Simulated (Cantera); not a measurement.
An isothermal, constant-pressure homogeneous reactor starts with NH3 : H2 = 1 : 2.9 (molar parts), at 1700 K and 1.01 bar.

Computed with Cantera and the gas-phase N/H chemistry of the illustrative SiF4/NH3 mechanism in the Surface Chemkin manual (1991). Walls and surfaces, which speed up NH3 decomposition in real reactors, are not modelled.

x: mole fraction; the columns are a selection and need not sum to one.

| t (s) | x NH3 | x H2 | x N2H4 | x H | x N2 | x N2H2 | x NH2 |
|---|---|---|---|---|---|---|---|
| 7.00e-5 | 0.256 | 0.744 | 1.21e-10 | 4.38e-6 | 2.11e-10 | 2.15e-10 | 3.83e-6 |
| 0.000190 | 0.256 | 0.744 | 8.97e-10 | 1.18e-5 | 1.32e-8 | 1.77e-9 | 1.04e-5 |
| 0.000515 | 0.256 | 0.744 | ___ | ___ | ___ | ___ | ___ |
| 0.00140 | 0.256 | 0.744 | 2.91e-8 | 6.72e-5 | 1.03e-5 | 7.67e-8 | 5.88e-5 |
| 0.00378 | 0.256 | 0.744 | 4.53e-8 | 8.40e-5 | 8.20e-5 | 1.27e-7 | 7.34e-5 |
| 0.0103 | 0.256 | 0.744 | 4.55e-8 | 8.44e-5 | 0.000302 | 1.28e-7 | 7.35e-5 |
| 0.0278 | 0.254 | 0.745 | 4.51e-8 | 8.46e-5 | 0.000893 | 1.27e-7 | 7.32e-5 |
| 0.0755 | 0.250 | 0.747 | 4.40e-8 | 8.52e-5 | 0.00247 | 1.23e-7 | 7.23e-5 |
| 0.205 | 0.240 | 0.753 | 4.11e-8 | 8.66e-5 | 0.00654 | 1.15e-7 | 6.99e-5 |
| 0.555 | 0.215 | 0.768 | 3.46e-8 | 9.02e-5 | 0.0163 | 9.64e-8 | 6.42e-5 |
| 1.50 | 0.167 | 0.797 | 2.28e-8 | 9.81e-5 | 0.0356 | 6.28e-8 | 5.20e-5 |
| 4.08 | ___ | 0.838 | ___ | ___ | ___ | ___ | ___ |
| 11.1 | 0.0435 | 0.872 | 2.13e-9 | 0.000126 | 0.0847 | 5.84e-9 | 1.59e-5 |
| 30.0 | 0.0160 | 0.888 | 3.18e-10 | 0.000135 | 0.0957 | 8.74e-10 | 6.15e-6 |

### Question
Complete the blanks.

### Answer

- 0.000515, x N2H4: 6.22e-9
- 0.000515, x H: 3.11e-5
- 0.000515, x N2: 4.92e-7
- 0.000515, x N2H2: 1.39e-8
- 0.000515, x NH2: 2.72e-5
- 4.08, x NH3: 0.0992
- 4.08, x N2H4: 9.41e-9
- 4.08, x H: 0.000111
- 4.08, x N2: 0.0626
- 4.08, x N2H2: 2.57e-8
- 4.08, x NH2: 3.34e-5
